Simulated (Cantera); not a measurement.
Cantera run, input and output.

```python
import numpy as np
import cantera as ct

gas = ct.Solution("gri30.yaml", transport_model="mixture-averaged")
show = ['H2', 'N2', 'O']

rows = []
print(f"{'T/K':>7s}{'rho':>11s}{'cp':>10s}{'mu':>11s}{'lambda':>11s}{'Pr':>7s}" + "".join(f"{'D_' + s:>11s}" for s in show))
for T in [400, 650, 900, 1150, 1400, 1650]:
    gas.TPX = T, 1333, {'N2O': 0.59, 'N2': 0.7}
    Pr = gas.cp_mass * gas.viscosity / gas.thermal_conductivity
    D = [gas.mix_diff_coeffs_mole[gas.species_index(s)] for s in show]
    rows.append([gas.density, gas.cp_mass, gas.viscosity, gas.thermal_conductivity, Pr, *D])
    print(f"{T:7g}{gas.density:11.4e}{gas.cp_mass:10.1f}{gas.viscosity:11.4e}"
          f"{gas.thermal_conductivity:11.4e}{Pr:7.3f}" + "".join(f"{d:11.4e}" for d in D))
print("SI units: kg/m3, J/kg/K, Pa s, W/m/K, m2/s")
```

It prints:

```
    T/K        rho        cp         mu     lambda     Pr       D_H2       D_N2        D_O
    400 1.4161e-02    1003.1 2.0856e-05 2.9204e-02  0.716 8.9243e-03 2.0041e-03 3.6091e-03
    650 8.7145e-03    1108.4 3.0217e-05 4.6399e-02  0.722 2.0245e-02 4.6908e-03 8.3089e-03
    900 6.2938e-03    1192.3 3.8046e-05 6.2278e-02  0.728 3.4845e-02 8.1714e-03 1.4379e-02
   1150 4.9256e-03    1246.5 4.4969e-05 7.6976e-02  0.728 5.2363e-02 1.2349e-02 2.1661e-02
   1400 4.0460e-03    1285.5 5.1283e-05 9.0655e-02  0.727 7.2560e-02 1.7164e-02 3.0054e-02
   1650 3.4330e-03    1315.5 5.7154e-05 1.0345e-01  0.727 9.5261e-02 2.2571e-02 3.9485e-02
SI units: kg/m3, J/kg/K, Pa s, W/m/K, m2/s
```

Model: GRI-Mech 3.0 (53 species, 325 reactions), integrated in Cantera. The composition is frozen, though it would react at the higher temperatures.
